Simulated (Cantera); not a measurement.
A freely propagating, adiabatic, planar premixed flame of 46.9 % H2, 11.2 % O2, 42.0 % N2, unburnt at 375 K and 10.0 bar; mixture-averaged transport, grid criteria slope 0.08 and curve 0.16, no radiation.

Model: the H2/O2 subset of GRI-Mech 3.0, which has no nitrogen chemistry, integrated in Cantera. The hydrogen kinetics of GRI-Mech 3.0 are dated; newer H2 mechanisms differ, most at raised pressure. Burning velocities carry a grid error of a few per cent, more on coarse grids.

Q: Predict: laminar burning velocity; thermal thickness; peak x(O); peak x(HO2); peak x(H2O2).

A: 
| Item | Value |
|---|---|
| laminar burning velocity | 331 cm/s |
| thermal thickness | 0.0226 mm |
| peak x(O) | 0.000986 |
| peak x(HO2) | 0.00148 |
| peak x(H2O2) | 0.000170 |
